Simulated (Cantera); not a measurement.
Cantera with NASA thermochemical tables; ideal gases at 1 bar, condensed phases pure. Values are per mole of reaction as written; species without (g) are pure solids or liquids, kept so even where they would boil at 1 bar. TaC: taken at fixed stoichiometry.

### Question
Between 700 and 1050 K, where is each reaction favourable under standard conditions?
- 2 CO(g) + 3 Ta ⇌ 2 TaC + TaO2(g)

### Answer
- 2 CO(g) + 3 Ta ⇌ 2 TaC + TaO2(g): ΔG° is -158 kJ at 700 K and -104 kJ at 1050 K; it stays negative (K > 1). ΔH° is -266 kJ and ΔS° -154 J/K at 1050 K.
